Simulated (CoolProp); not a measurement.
Computed with CoolProp (reference Helmholtz-energy equation of state, Smukala 2000).

Task: Give the vapour pressure (bar), liquid density (kg/m³), vapour density (kg/m³), surface tension (mN/m) of saturated ethylene at -63.85, -48.95 °C.

Result: 
```json
[
 {"T (°C)": "-63.85", "p (bar)": "6.55", "liquid density (kg/m³)": "506", "vapour density (kg/m³)": "12.0", "surface tension (mN/m)": "9.81"},
 {"T (°C)": "-48.95", "p (bar)": "11.0", "liquid density (kg/m³)": "479", "vapour density (kg/m³)": "20.1", "surface tension (mN/m)": "7.51"}
]
```

Surface tension comes from a separate correlation (Mulero 2012).
